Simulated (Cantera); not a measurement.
Input (Python, Cantera) and output of one run.

```python
import numpy as np
import cantera as ct

gas_names = """
    H HO2 H2 H2O H2O2 O OH O2 O3 Ti TiO TiO2
""".split()
cond_names = """
    H2O(s) H2O(L) Ti(a) Ti(b) Ti(L) TiO(a) TiO(b) TiO(L) TiO2(ru) TiO2(L) Ti2O3(a) Ti2O3(b) Ti2O3(L)
    Ti3O5(a) Ti3O5(b) Ti3O5(L) Ti4O7(s) Ti4O7(L)
""".split()


# ... load() reads the species with a 1 bar reference pressure and builds the phases ...
atoms = {
    'Ti': {'Ti': 1},
    'O2': {'O': 2},
    'H2': {'H': 2},
}
top_T = {}  # K; cautious upper limits of use, not melting points


# ... equilibrate(T, P, feed) seeds the gas with the atoms and calls Mixture.equilibrate('TP', solver="vcs", rtol=1e-11, max_steps=5000) ...
results = []
feed = {'Ti': 1, 'O2': 10, 'H2': 4}  # mol
P = 92  # Pa
for T in [923, 1023, 1123, 1223, 1323, 1423, 1523, 1623, 1723, 1823]:
    mix = equilibrate(T, P, feed)
    results.append((T, P, feed, dict(zip(mix.species_names, mix.species_moles))))
    x = sorted(zip(gas.X, gas.species_names), reverse=True)
    print(f"T = {T:g} K  P = {P:g} Pa  gas = {mix.phase_moles(0):.4g} mol")
    print("   x: " + "  ".join(f"{s} {v:.3e}" for v, s in x if v > 0.0001))
    print("   condensed (mol): " + ("  ".join(f"{mix.phase(i).name} {mix.phase_moles(i):.4g}"
          for i in range(1, mix.n_phases) if mix.phase_moles(i) > 1e-12) or "none"))
```

Output:

```
T = 923 K  P = 92 Pa  gas = 11 mol
   x: O2 6.364e-01  H2O 3.636e-01
   condensed (mol): TiO2(ru) 1
T = 1023 K  P = 92 Pa  gas = 11 mol
   x: O2 6.364e-01  H2O 3.636e-01
   condensed (mol): TiO2(ru) 1
T = 1123 K  P = 92 Pa  gas = 11 mol
   x: O2 6.364e-01  H2O 3.636e-01
   condensed (mol): TiO2(ru) 1
T = 1223 K  P = 92 Pa  gas = 11 mol
   x: O2 6.363e-01  H2O 3.636e-01
   condensed (mol): TiO2(ru) 1
T = 1323 K  P = 92 Pa  gas = 11 mol
   x: O2 6.363e-01  H2O 3.635e-01  OH 1.970e-04
   condensed (mol): TiO2(ru) 1
T = 1423 K  P = 92 Pa  gas = 11 mol
   x: O2 6.361e-01  H2O 3.633e-01  OH 5.572e-04
   condensed (mol): TiO2(ru) 1
T = 1523 K  P = 92 Pa  gas = 11 mol
   x: O2 6.357e-01  H2O 3.627e-01  OH 1.375e-03  O 1.450e-04
   condensed (mol): TiO2(ru) 1
T = 1623 K  P = 92 Pa  gas = 11.01 mol
   x: O2 6.347e-01  H2O 3.616e-01  OH 3.030e-03  O 4.996e-04  H2 1.296e-04
   condensed (mol): TiO2(ru) 1
T = 1723 K  P = 92 Pa  gas = 11.03 mol
   x: O2 6.327e-01  H2O 3.592e-01  OH 6.080e-03  O 1.491e-03  H2 3.791e-04  H 1.171e-04
   condensed (mol): TiO2(ru) 1
T = 1823 K  P = 92 Pa  gas = 11.06 mol
   x: O2 6.286e-01  H2O 3.548e-01  OH 1.125e-02  O 3.943e-03  H2 9.819e-04  H 4.476e-04
   condensed (mol): TiO2(ru) 0.9999
```

Cantera equilibrium calculation (NASA polynomials, part measured and part estimated; ideal gas, pure solids and liquids).
